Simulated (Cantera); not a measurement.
What does this Cantera script print?

```python
import numpy as np
import cantera as ct

gas = ct.Solution("gri30.yaml")
gas.TPX = 1325, 500000, {'CH4': 1, 'O2': 1.25, 'N2': 9.88}
reactor = ct.IdealGasReactor(gas, energy="on", clone=False)
net = ct.ReactorNet([reactor])
net.rtol, net.atol = 1e-08, 1e-16
show = ['CH4', 'O2', 'N2O', 'NO', 'C2H6']
times = np.geomspace(1e-05, 7, 11)

steps = ct.SolutionArray(gas, extra=["t"])
rows = []
print(f"{'t/s':>10s}{'T/K':>9s}{'P/Pa':>11s}" + "".join(f"{s:>11s}" for s in show))
for t in times:
    while net.time < t:
        t_next = net.step()
        steps.append(gas.state, t=t_next)
    rows.append([np.interp(t, steps.t, y) for y in (steps.T, steps.P, *steps(*show).X.T)])
    print(f"{t:10.3e}{rows[-1][0]:9.1f}{rows[-1][1]:11.4g}" + "".join(f"{x:11.3e}" for x in rows[-1][2:]))
rate = np.gradient(steps.T, steps.t)
print("integrator steps:", len(steps.t))
if steps.T.max() > steps.T[0] + 200:
    print(f"time of steepest temperature rise: {steps.t[rate.argmax()]:.4e} s")
gas.TPX = 1325, 500000, {'CH4': 1, 'O2': 1.25, 'N2': 9.88}
gas.equilibrate("UV")
print(f"equilibrium (UV): T = {gas.T:.1f} K  " + "  ".join(f"{s} {gas[s].X[0]:.3e}" for s in show))
```

It prints:

```
       t/s      T/K       P/Pa        CH4         O2        N2O         NO       C2H6
 1.000e-05   1325.0      5e+05  8.244e-02  1.031e-01  2.601e-13  2.045e-18  3.927e-11
 3.842e-05   1325.0      5e+05  8.244e-02  1.030e-01  3.273e-12  2.052e-17  3.272e-09
 1.476e-04   1325.0      5e+05  8.243e-02  1.030e-01  3.331e-11  4.076e-16  4.928e-07
 5.669e-04   1325.4  5.002e+05  8.233e-02  1.030e-01  1.963e-10  6.131e-15  2.052e-05
 2.178e-03   1329.9  5.019e+05  8.153e-02  1.025e-01  1.691e-09  7.841e-14  2.026e-04
 8.367e-03   2412.3  9.675e+05  4.729e-11  4.695e-06  1.710e-08  1.166e-04  1.218e-21
 3.214e-02   2412.5  9.676e+05  4.684e-11  4.711e-06  1.564e-08  9.193e-05  1.198e-21
 1.235e-01   2412.5  9.676e+05  4.684e-11  4.711e-06  1.564e-08  9.191e-05  1.198e-21
 4.743e-01   2412.5  9.676e+05  4.684e-11  4.711e-06  1.564e-08  9.191e-05  1.198e-21
 1.822e+00   2412.5  9.676e+05  4.684e-11  4.711e-06  1.564e-08  9.191e-05  1.198e-21
 7.000e+00   2412.5  9.676e+05  4.684e-11  4.711e-06  1.564e-08  9.191e-05  1.198e-21
integrator steps: 2265
time of steepest temperature rise: 5.5633e-03 s
equilibrium (UV): T = 2412.5 K  CH4 5.261e-11  O2 4.711e-06  N2O 1.564e-08  NO 9.191e-05  C2H6 1.463e-21
```

Model: GRI-Mech 3.0 (53 species, 325 reactions), integrated in Cantera.
